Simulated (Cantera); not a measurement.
An adiabatic, constant-pressure homogeneous reactor starts with 8.98 % CH4, 19.1 % O2, 71.9 % N2, equivalence ratio 0.94, at 1523 K and 2.80 bar.

Cantera simulation using GRI-Mech 3.0 (53 species, 325 reactions); the numbers are that mechanism's predictions, not measurements.

Task: Predict: time of steepest temperature rise; temperature at 6.00 s; equilibrium temperature; x(O2) at 6.00 s; x(OH) at 6.00 s; x(HO2) at 6.00 s; x(NO) at 6.00 s; x(NO2) at 6.00 s; x(H) at 6.00 s.

Result: 
```
Quantity                                                             Value
---------------------------------  ---------------------------------------
time of steepest temperature rise                                 0.418 ms
temperature at 6.00 s                                               2796 K
equilibrium temperature                                             2796 K
x(O2) at 6.00 s                      0.0227 (gas-phase equilibrium 0.0227)
x(OH) at 6.00 s                      0.0179 (gas-phase equilibrium 0.0179)
x(HO2) at 6.00 s                   8.46e-6 (gas-phase equilibrium 8.46e-6)
x(NO) at 6.00 s                      0.0113 (gas-phase equilibrium 0.0113)
x(NO2) at 6.00 s                   4.18e-6 (gas-phase equilibrium 4.18e-6)
x(H) at 6.00 s                     0.00548 (gas-phase equilibrium 0.00548)
```
